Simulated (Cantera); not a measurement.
# Dilute partial oxidation

An isothermal, constant-pressure homogeneous reactor starts with CH3OH : O2 : N2 = 0.0087 : 0.0088 : 1 (molar parts), equivalence ratio 1.5, at 1275 K and 9.87 atm.

Detailed kinetics in Cantera: GRI-Mech 3.0 (53 species, 325 reactions). GRI-Mech 3.0 was tuned for natural gas; its chemistry of methanol as a main component is partial and can be far from experiment.

```csv
t (s),x CH3OH,x O2,x HCO,x H2O,x CH2CO
7.00e-5,0.00855,0.00865,3.01e-12,1.07e-6,<1e-12
0.000256,0.00853,0.00864,4.21e-11,5.90e-6,2.17e-12
0.000936,0.00798,0.00845,2.18e-8,0.000281,1.91e-10
0.00343,7.42e-10,2.51e-6,5.19e-9,0.0143,5.24e-10
0.0125,3.16e-10,1.50e-7,5.47e-10,0.0139,3.24e-10
0.0458,8.72e-11,3.03e-8,1.05e-10,0.0138,1.01e-10
0.168,2.32e-11,7.87e-9,2.64e-11,0.0137,2.42e-11
0.613,6.96e-12,1.91e-9,8.18e-12,0.0136,5.39e-12
2.24,3.14e-12,2.52e-10,4.00e-12,0.0134,1.91e-12
8.20,2.25e-12,1.40e-12,3.15e-12,0.0132,1.28e-12
30.0,1.73e-12,<1e-12,2.79e-12,0.0126,<1e-12
```
x: mole fraction; the columns are a selection and need not sum to one.

Equilibrium at this temperature and pressure: CH3OH <1e-12, O2 <1e-12, HCO 2.57e-12, H2O 0.0121, CH2CO <1e-12 (gas phase only).
